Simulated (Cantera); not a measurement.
**CaCl2 + HCl + H2 (halide evaporation, hydrolysis and transport)**

A closed system holds: 1 mol CaCl2, 0.93 mol HCl, 3.7 mol H2, equilibrated at 750 Torr.

Equilibrium computed with Cantera from the NASA thermochemical tables; the gas is ideal and each condensed phase is pure. Candidate condensed phases: Ca, CaCl2; 9 gas species. The numbers say what is thermodynamically allowed, not how fast it happens.

```tsv
T (°C)	x H2	x HCl	x CaCl2	x H	n CaCl2(l)
1425	0.785	0.197	0.0179	0.000128	0.916
1475	0.775	0.195	0.0300	0.000201	0.857
1525	0.760	0.191	0.0487	0.000307	0.763
1575	0.737	0.185	0.0767	0.000455	0.615
1625	0.705	0.177	0.118	0.000656	0.383
1675	0.658	0.165	0.176	0.000917	0.0128
1725	0.656	0.165	0.177	0.00130	0
1775	0.656	0.165	0.177	0.00181	0
1825	0.655	0.165	0.177	0.00249	0
1875	0.654	0.165	0.177	0.00337	0
```
x: gas mole fraction; n: condensed amount in mol.

From 1425 °C to 1675 °C the condensed part is CaCl2(l). From 1725 °C to 1875 °C nothing is condensed. The main Ca-bearing gas is CaCl2 throughout.
